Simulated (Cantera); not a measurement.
Feed: 1 mol MgCO₃, 2.5 mol CO₂, 0.097 mol H₂O, 0.58 mol C, at 0.00133 bar.

Method: chemical equilibrium by Gibbs-energy minimisation in Cantera with the NASA 1993 tables (ideal gas, pure condensed phases). Candidate condensed phases: C, C₆H₆, C₇H₈, C₈H₁₈, H₂O, Mg, MgCO₃, MgO, Mg(OH)₂; 116 gas species. The numbers say what is thermodynamically allowed, not how fast it happens.

x: gas mole fraction; n: condensed amount in mol.

| T (K) | x CO₂ | x CO | x H₂O | x O₂ | x O | x H₂ | x OH | n MgO(s) |
|---|---|---|---|---|---|---|---|---|
| 1275 | 0.703 | 0.273 | 0.0188 | 4.19e-11 | 1.98e-11 | 0.00440 | … | 1.00 |
| 1375 | 0.703 | 0.274 | 0.0195 | 1.97e-9 | 7.74e-10 | 0.00368 | … | 1.00 |
| 1475 | 0.702 | 0.275 | 0.0201 | 5.49e-8 | 1.84e-8 | 0.00316 | … | 1.00 |
| 1575 | 0.702 | 0.275 | 0.0204 | 9.96e-7 | 2.93e-7 | 0.00276 | … | 1.000 |
| 1675 | 0.701 | 0.275 | 0.0207 | 1.27e-5 | 3.34e-6 | 0.00245 | … | 1.000 |
| 1775 | 0.701 | 0.276 | 0.0207 | 0.000121 | 2.89e-5 | 0.00219 | … | 1.000 |
| 1875 | 0.698 | 0.277 | 0.0205 | 0.000895 | 0.000197 | 0.00198 | … | 0.999 |
| 1975 | 0.685 | 0.284 | 0.0196 | 0.00500 | 0.00107 | 0.00181 | … | 0.997 |
| 2075 | 0.640 | 0.307 | 0.0175 | 0.0191 | 0.00441 | 0.00173 | … | 0.986 |

**Question.** What belongs in the gaps?

**Answer.** 
- 1275, x OH: 6.67e-8
- 1375, x OH: 5.44e-7
- 1475, x OH: 3.32e-6
- 1575, x OH: 1.61e-5
- 1675, x OH: 6.43e-5
- 1775, x OH: 0.000219
- 1875, x OH: 0.000645
- 1975, x OH: 0.00165
- 2075, x OH: 0.00350
